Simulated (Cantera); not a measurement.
A perfectly stirred reactor is fed with 67.1 % NH3, 32.9 % H2, at 760 Torr; it is held at 1925 K, and followed from long to short residence time.

Cantera simulation using the gas-phase N/H chemistry of the illustrative SiF4/NH3 mechanism in the Surface Chemkin manual (1991); the numbers are that mechanism's predictions, not measurements. Walls and surfaces, which speed up NH3 decomposition in real reactors, are not modelled.

Task: Predict: x(NH3) at τ = 3.80 s; x(H2) at τ = 3.80 s; x(NH2) at τ = 3.80 s; x(N) at τ = 3.80 s; x(N2) at τ = 3.80 s; x(NH3) at τ = 0.160 s; x(H2) at τ = 0.160 s; x(NH2) at τ = 0.160 s; x(N) at τ = 0.160 s; x(N2) at τ = 0.160 s.

Result: 
```json
{
  "x(NH3) at τ = 3.80 s": "0.0244",
  "x(H2) at τ = 3.80 s": "0.781",
  "x(NH2) at τ = 3.80 s": "5.81e-5",
  "x(N) at τ = 3.80 s": "2.06e-7",
  "x(N2) at τ = 3.80 s": "0.193",
  "x(NH3) at τ = 0.160 s": "0.219",
  "x(H2) at τ = 0.160 s": "0.645",
  "x(NH2) at τ = 0.160 s": "0.000299",
  "x(N) at τ = 0.160 s": "3.26e-7",
  "x(N2) at τ = 0.160 s": "0.135"
}
```
